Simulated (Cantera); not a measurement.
An isothermal, constant-pressure homogeneous reactor starts with 23.8 % CH₄, 76.2 % N₂, at 1900 K and 1.50 bar.

Model: GRI-Mech 3.0 (53 species, 325 reactions), integrated in Cantera. GRI-Mech 3.0 stops at C3 and has no aromatics, soot or wall deposition, so with more carbon than oxygen in the feed, carbon stays in small species such as C2H2 where larger ones or solid carbon would form.

x: mole fraction; the columns are a selection and need not sum to one.

```tsv
t (s)	x CH₄	x C₂H	x C₂H₂	x HCN	x H₂	x C₂H₆	x CH₃
6.00e-6	0.237	<1e-12	3.60e-8	9.05e-12	0.000399	7.58e-6	0.000750
3.37e-5	0.231	2.38e-9	5.28e-5	9.88e-10	0.00446	0.000456	0.00317
0.000190	(withheld)	(withheld)	(withheld)	(withheld)	(withheld)	(withheld)	(withheld)
0.00107	(withheld)	(withheld)	(withheld)	(withheld)	(withheld)	(withheld)	(withheld)
0.00600	0.0146	1.40e-6	0.0896	2.39e-6	0.270	5.63e-6	0.000347
0.0337	0.00310	1.50e-6	0.0944	4.34e-6	0.284	3.13e-7	7.54e-5
0.190	0.00201	1.51e-6	0.0948	8.72e-6	0.285	1.65e-7	4.91e-5
1.07	0.00201	1.51e-6	0.0948	3.73e-5	0.285	1.65e-7	4.91e-5
6.00	0.00201	1.51e-6	0.0947	0.000246	0.285	1.65e-7	4.90e-5
```

Fill in the missing entries.


- 0.000190, x CH₄: 0.160
- 0.000190, x C₂H: 3.45e-7
- 0.000190, x C₂H₂: 0.0168
- 0.000190, x HCN: 1.22e-7
- 0.000190, x H₂: 0.0799
- 0.000190, x C₂H₆: 0.000897
- 0.000190, x CH₃: 0.00400
- 0.00107, x CH₄: 0.0628
- 0.00107, x C₂H: 1.05e-6
- 0.00107, x C₂H₂: 0.0686
- 0.00107, x HCN: 8.33e-7
- 0.00107, x H₂: 0.210
- 0.00107, x C₂H₆: 0.000101
- 0.00107, x CH₃: 0.00143
